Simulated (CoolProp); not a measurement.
Vapour-liquid equilibrium of carbon dioxide (1) + R123 (2) at -2.95 °C; x and y are mole fractions of (1).

Values from CoolProp's multi-fluid Helmholtz-energy mixture model, Span 1996 and Younglove 1994; pair parameters Bell 2016.

```tsv
x	bubble pressure, mixture model (MPa)	bubble pressure, Raoult's law (MPa)	y, mixture model	y, Raoult's law
0.05	0.1407	0.1881	0.800	0.856
0.15	___	0.5073	___	0.952
0.25	0.5790	0.8265	0.955	0.974
0.35	0.8205	1.146	0.970	0.984
0.45	1.092	1.465	0.979	0.989
0.55	1.400	1.784	___	0.993
0.65	1.748	2.103	0.990	0.995
0.75	2.132	2.423	0.994	0.997
0.85	2.547	2.742	___	0.998
0.95	___	3.061	0.999	1.000
```

Task: Some entries are withheld; supply them.

Result: 
- 0.15, bubble pressure, mixture model (MPa): 0.3572
- 0.15, y, mixture model: 0.924
- 0.55, y, mixture model: 0.986
- 0.85, y, mixture model: 0.996
- 0.95, bubble pressure, mixture model (MPa): 2.986

The largest gap from Raoult's law is -29.9 % in bubble pressure, at x = 0.25. No azeotrope shows between x = 0.05 and 0.95.

The pair parameters rest on a limited set of measurements; away from them the model extrapolates.
